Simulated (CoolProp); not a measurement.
Vapour-liquid equilibrium of R134a (1) + R141b (2) at 2.66 bar; x and y are mole fractions of (1).

Values from CoolProp's multi-fluid Helmholtz-energy mixture model, Tillner-Roth 1994 and Lemmon 2006; pair parameters Bell 2016.

```json
[
 {"x": "0.05", "bubble temperature, mixture model (°C)": "50.6", "bubble temperature, Raoult's law (°C)": "53.6", "y, mixture model": "0.316", "y, Raoult's law": "0.271"},
 {"x": "0.2", "bubble temperature, mixture model (°C)": "27.8", "bubble temperature, Raoult's law (°C)": "34.8", "y, mixture model": "0.716", "y, Raoult's law": "0.664"},
 {"x": "0.35", "bubble temperature, mixture model (°C)": "16.2", "bubble temperature, Raoult's law (°C)": "22.9", "y, mixture model": "0.842", "y, Raoult's law": "0.822"},
 {"x": "0.5", "bubble temperature, mixture model (°C)": "9.6", "bubble temperature, Raoult's law (°C)": "14.4", "y, mixture model": "0.898", "y, Raoult's law": "0.902"},
 {"x": "0.65", "bubble temperature, mixture model (°C)": "5.2", "bubble temperature, Raoult's law (°C)": "8.0", "y, mixture model": "0.932", "y, Raoult's law": "0.947"},
 {"x": "0.8", "bubble temperature, mixture model (°C)": "1.7", "bubble temperature, Raoult's law (°C)": "2.9", "y, mixture model": "0.959", "y, Raoult's law": "0.976"},
 {"x": "0.95", "bubble temperature, mixture model (°C)": "-1.5", "bubble temperature, Raoult's law (°C)": "-1.4", "y, mixture model": "0.988", "y, Raoult's law": "0.995"}
]
```

The largest gap from Raoult's law is -7.0 K in bubble temperature, at x = 0.2. No azeotrope shows between x = 0.05 and 0.95.

The pair parameters rest on a limited set of measurements; away from them the model extrapolates.
